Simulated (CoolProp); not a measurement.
n-perfluorohexane along the isotherm 450 K: fugacity coefficient from the reference equation and from simpler models built on Tc = 448.0 K, pc = 1.742 MPa, ω = 0.497; each cubic takes its own stable root.

Values from CoolProp's reference Helmholtz-energy equation of state, Gao 2022.

```
p (MPa)  phase  reference
-------  -----  ---------
0.0871     gas     0.9828
0.174      gas     0.9657
0.261      gas     0.9487
0.348      gas     0.9318
0.435      gas     0.9149
0.522      gas     0.8981
0.61       gas     0.8811
0.697      gas     0.8644
0.784      gas     0.8477
0.871      gas     0.8310
```

Question: How far does each simpler model (van der Waals, Redlich-Kwong, Peng-Robinson) lie from the reference over these 10 states: mean and median of the absolute difference, and the worst?

Answer: 
- van der Waals: mean 1.5 %, median 1.5 %, worst +2.8 % at 450 K and 0.871 MPa
- Redlich-Kwong: mean 0.3 %, median 0.3 %, worst +0.6 % at 450 K and 0.871 MPa
- Peng-Robinson: mean 0.7 %, median 0.7 %, worst -1.1 % at 450 K and 0.871 MPa
